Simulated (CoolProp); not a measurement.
A simple Rankine cycle with dimethyl carbonate: condensing at 297.15 K, boiler at 4.13 MPa, turbine inlet 550 K, turbine efficiency 0.85, pump efficiency 0.7, no recuperator. Each further row changes one setting.

The numbers come from the reference Helmholtz-energy equation of state, Zhou 2011 in CoolProp.

```tsv
case	thermal efficiency (%)	net work (kJ/kg)	heat in (kJ/kg)	turbine exit temperature (K)	volume ratio over the turbine
as stated	27.1	192	707	371.6	…
turbine inlet 570 K	27.4	208	760	…	643
condensing temperature 289.15 K	28.2	203	721	363.1	1110
boiler pressure 2.89 MPa	…	…	…	396.3	406
turbine efficiency 0.75	23.9	169	707	388.3	…
```

### Question
Fill in the missing entries.

### Answer

- as stated, volume ratio over the turbine: 740
- turbine inlet 570 K, turbine exit temperature (K): 398.2
- boiler pressure 2.89 MPa, thermal efficiency (%): 26.6
- boiler pressure 2.89 MPa, net work (kJ/kg): 199
- boiler pressure 2.89 MPa, heat in (kJ/kg): 748
- turbine efficiency 0.75, volume ratio over the turbine: 774
